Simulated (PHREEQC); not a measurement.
Solution (25 °C): 1.6 mmol/kgw H2SO4, 0.031 mmol/kgw Al(NO3)3 and 7.8 mmol/kgw H3BO3. Closed to the air; pH follows from the charge balance.

The numbers come from PHREEQC with the ion-association model, phreeqc.dat.

```tsv
quantity	before	after
pH	2.56	1.69
ionic strength (mol/kgw)	0.00430	0.0304
SO4-2 (mol/kgw)	0.00130	0.00718
HSO4- (mol/kgw)	0.000281	0.00879
H2BO3- (mol/kgw)	1.76e-9	2.63e-10
```

**Question.** Name the change that produced these shifts.
A) Al(NO3)3 replaced by Ca(NO3)2 at the same molality
B) temperature from 25 to 10 °C
C) 0.0014 mol/kgw HF added
D) Al(NO3)3 from 3.1e-05 to 1.55e-05 mol/kgw
E) H2SO4 from 0.0016 to 0.016 mol/kgw

**Answer.** E, H2SO4 from 0.0016 to 0.016 mol/kgw

No solid was allowed to form.
